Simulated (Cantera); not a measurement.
Feed: 1 mol SiH4, 0.017 mol HCl, 740 mol H2, 0.99 mol Cl2, equilibrated at 180 Pa.

Cantera equilibrium calculation (NASA polynomials, part measured and part estimated; ideal gas, pure solids and liquids). Candidate condensed phases: Si; 19 gas species. Gases not in the tables: Si2H6 and higher silanes. Kinetics and transport are ignored.

Task: What share of the Si ends up in condensed phases as a function of T (°C), at 575, 650, 725, 800, 875, 950, 1025, 1100, 1175, 1250, 1325, 1400, 1475?

Result: 
| T (°C) | Si condensed (%) | as |
|---|---|---|
| 575 | 88.5 | Si(s) |
| 650 | 97.9 | Si(s) |
| 725 | 98.9 | Si(s) |
| 800 | 98.9 | Si(s) |
| 875 | 98.8 | Si(s) |
| 950 | 98.7 | Si(s) |
| 1025 | 98.6 | Si(s) |
| 1100 | 98.5 | Si(s) |
| 1175 | 98.2 | Si(s) |
| 1250 | 97.3 | Si(s) |
| 1325 | 93.5 | Si(s) |
| 1400 | 78.3 | Si(s) |
| 1475 | 31.4 | Si(l) |
